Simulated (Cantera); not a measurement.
# Abatement and gas-phase synthesis: SO2

A closed system holds: 1 mol SO2, at 702 °C and 1 atm.

Equilibrium computed with Cantera from the NASA thermochemical tables; the gas is ideal and each condensed phase is pure. Candidate condensed phases: S; 10 gas species. Kinetics and transport are ignored.

```json
{
  "x(SO2)": "1.000",
  "x(SO3)": "2.27e-6",
  "gas_amount": "1.000 mol",
  "log10 activity of S(l) (absent)": "-3.78"
}
```
